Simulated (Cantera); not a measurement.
A freely propagating, adiabatic, planar premixed flame of 9.49 % CH4, 5.12 % CO, 17.9 % O2, 67.5 % N2, equivalence ratio 1.2, unburnt at 325 K and 2.60 bar; mixture-averaged transport, grid criteria slope 0.08 and curve 0.16, no radiation.

Model: GRI-Mech 3.0 (53 species, 325 reactions), integrated in Cantera. Burning velocities carry a grid error of a few per cent, more on coarse grids.

### Question
Predict: laminar burning velocity; thermal thickness; peak x(CH3); peak x(CH2O); peak x(C2H).

### Answer
laminar burning velocity: 33.9 cm/s
thermal thickness: 0.197 mm
peak x(CH3): 0.00206
peak x(CH2O): 0.00112
peak x(C2H): 4.01e-7
